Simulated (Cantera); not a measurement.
Charge: 1 mol PbO, 0.59 mol H2O, 0.42 mol N2, held at 1298 K and 1 atm.

These are equilibrium values from Cantera (NASA tables, ideal gas, pure condensed phases), not measurements of a reactor. Candidate condensed phases: H2O, Pb, PbO, PbO2, Pb3O4; 27 gas species. Gases not in the tables: (PbO)n polymers. Rates play no part.

Base state: H2O 0.584, N2 0.416, PbO 0.000430, Pb 7.16e-5, O2 3.72e-5 (mole fractions); condensed: PbO(l).

Q: What changes in the equilibrium state with this change: PbO replaced by Al2O3?

A: 
```
species          before    after
-------------  --------  -------
H2O               0.584    0.584
N2                0.416    0.416
H2              7.96e-6  1.77e-5
PbO            0.000430        0
Pb              7.16e-5        0
O2              3.72e-5  7.53e-6
PbO(l), mol       0.999        0
Al2O3(s), mol         0     1.00
```
Further candidate phases: Al, AlN, Al2O3.
